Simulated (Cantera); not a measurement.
Feed: 1 mol MgO, 0.36 mol SO2, 6.5 mol O2, at 5780 Torr.

Equilibrium computed with Cantera from the NASA thermochemical tables; the gas is ideal and each condensed phase is pure. Candidate condensed phases: Mg, MgO, MgS, MgSO4, S; 14 gas species. Mutual solubility and eutectic melting of coexisting phases are not modelled. The numbers say what is thermodynamically allowed, not how fast it happens.

Q: Which condensed phases are stable at each of these points (T (K)): 925, 1025, 1125, 1225, 1325, 1425, 1525?

A: 
```json
[
 {"T (K)": "925", "condensed phases": "MgO(s) + MgSO4(s)", "Mg condensed (%)": "100.0"},
 {"T (K)": "1025", "condensed phases": "MgO(s) + MgSO4(s)", "Mg condensed (%)": "100.0"},
 {"T (K)": "1125", "condensed phases": "MgO(s) + MgSO4(s)", "Mg condensed (%)": "100.0"},
 {"T (K)": "1225", "condensed phases": "MgO(s) + MgSO4(s)", "Mg condensed (%)": "100.0"},
 {"T (K)": "1325", "condensed phases": "MgO(s) + MgSO4(s)", "Mg condensed (%)": "100.0"},
 {"T (K)": "1425", "condensed phases": "MgO(s)", "Mg condensed (%)": "100.0"},
 {"T (K)": "1525", "condensed phases": "MgO(s)", "Mg condensed (%)": "100.0"}
]
```

From 925 K to 1325 K the condensed part is MgO(s) + MgSO4(s). From 1425 K to 1525 K the condensed part is MgO(s).
